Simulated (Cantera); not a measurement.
A Cantera script and what it prints.

```python
import numpy as np
import cantera as ct

gas_names = """
    CL CL2 H HCL H2 N NH NH2 NH3 N2 N2H2 N2H4 Si SiCL SiCL2 SiCL3 SiCL4 SiH SiHCL3 SiH2 SiH2CL2 SiH3
    SiH3CL SiH4 SiN Si2 Si2N Si3
""".split()
cond_names = """
    NH4CL(a) NH4CL(b) Si(cr) Si(L) Si3N4(a)
""".split()


# ... load() reads the species with a 1 bar reference pressure and builds the phases ...
atoms = {
    'Si3N4': {'Si': 3, 'N': 4},
    'HCl': {'H': 1, 'CL': 1},
}
top_T = {'Si3N4(a)': 2400}  # K; cautious upper limits of use, not melting points


# ... equilibrate(T, P, feed) seeds the gas with the atoms and calls Mixture.equilibrate('TP', solver="vcs", rtol=1e-11, max_steps=5000) ...
results = []
P = 590  # Pa
for T in [1450, 1500, 1550, 1600, 1650, 1700, 1750, 1800, 1850, 1900]:
    for m in [4.1, 5.8, 8.1, 11, 16, 23, 32, 45, 63, 88]:
        feed = {'Si3N4': 1, 'HCl': m}  # mol
        mix = equilibrate(T, P, feed)
        results.append((T, P, feed, dict(zip(mix.species_names, mix.species_moles))))

for T, P, feed, n in results:
    print(f"{T:7g} {feed['HCl']:10.4g}  " + (" + ".join(c for c in cond_names if n.get(c, 0) > 1e-12) or "gas only"))
```

Result:

```
   1450        4.1  Si3N4(a)
   1450        5.8  Si3N4(a)
   1450        8.1  Si3N4(a)
   1450         11  Si3N4(a)
   1450         16  gas only
   1450         23  gas only
   1450         32  gas only
   1450         45  gas only
   1450         63  gas only
   1450         88  gas only
   1500        4.1  Si3N4(a)
   1500        5.8  Si3N4(a)
   1500        8.1  Si3N4(a)
   1500         11  gas only
   1500         16  gas only
   1500         23  gas only
   1500         32  gas only
   1500         45  gas only
   1500         63  gas only
   1500         88  gas only
   1550        4.1  Si3N4(a)
   1550        5.8  Si3N4(a)
   1550        8.1  Si3N4(a)
   1550         11  gas only
   1550         16  gas only
   1550         23  gas only
   1550         32  gas only
   1550         45  gas only
   1550         63  gas only
   1550         88  gas only
   1600        4.1  Si3N4(a)
   1600        5.8  Si3N4(a)
   1600        8.1  Si3N4(a)
   1600         11  gas only
   1600         16  gas only
   1600         23  gas only
   1600         32  gas only
   1600         45  gas only
   1600         63  gas only
   1600         88  gas only
   1650        4.1  Si3N4(a)
   1650        5.8  Si3N4(a)
   1650        8.1  gas only
   1650         11  gas only
   1650         16  gas only
   1650         23  gas only
   1650         32  gas only
   1650         45  gas only
   1650         63  gas only
   1650         88  gas only
   1700        4.1  Si(L) + Si3N4(a)
   1700        5.8  Si(L)
   1700        8.1  gas only
   1700         11  gas only
   1700         16  gas only
   1700         23  gas only
   1700         32  gas only
   1700         45  gas only
   1700         63  gas only
   1700         88  gas only
   1750        4.1  Si(L)
   1750        5.8  Si(L)
   1750        8.1  gas only
   1750         11  gas only
   1750         16  gas only
   1750         23  gas only
   1750         32  gas only
   1750         45  gas only
   1750         63  gas only
   1750         88  gas only
   1800        4.1  Si(L)
   1800        5.8  Si(L)
   1800        8.1  gas only
   1800         11  gas only
   1800         16  gas only
   1800         23  gas only
   1800         32  gas only
   1800         45  gas only
   1800         63  gas only
   1800         88  gas only
   1850        4.1  Si(L)
   1850        5.8  Si(L)
   1850        8.1  gas only
   1850         11  gas only
   1850         16  gas only
   1850         23  gas only
   1850         32  gas only
   1850         45  gas only
   1850         63  gas only
   1850         88  gas only
   1900        4.1  Si(L)
   1900        5.8  Si(L)
   1900        8.1  gas only
   1900         11  gas only
   1900         16  gas only
   1900         23  gas only
   1900         32  gas only
   1900         45  gas only
   1900         63  gas only
   1900         88  gas only
```

Method: chemical equilibrium by Gibbs-energy minimisation in Cantera with the NASA 1993 tables (ideal gas, pure condensed phases). Mutual solubility and eutectic melting of coexisting phases are not modelled. The tables' values for SiCl3 are old estimates.
